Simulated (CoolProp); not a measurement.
A single-stage vapour-compression cycle with C2F6 (R116): evaporating at 193.15 K (dew point), condensing at 253.15 K (bubble point), superheat 2 K, subcooling 2 K, compressor efficiency 0.7, no pressure losses. Each further row changes one setting.

The numbers come from the reference Helmholtz-energy equation of state, Lemmon 2006 in CoolProp. It is a short technical equation, of lower accuracy than the large ones.

```tsv
case	cooling COP	pressure ratio	discharge temperature (K)	refrigerating effect (kJ/kg)	volumetric capacity (kJ/m³)
as stated	1.42	11.5	270.9	59.2	479
evaporating temperature 198.15 K	1.66	8.78	268.6	61.8	643
condensing temperature 248.15 K	1.66	9.82	265.5	64.9	525
subcooling 7 K	1.55	11.5	270.9	64.9	526
superheat 12 K	1.47	11.5	281.5	65.4	500
compressor efficiency 0.6	1.21	11.5	279.2	59.2	479
```
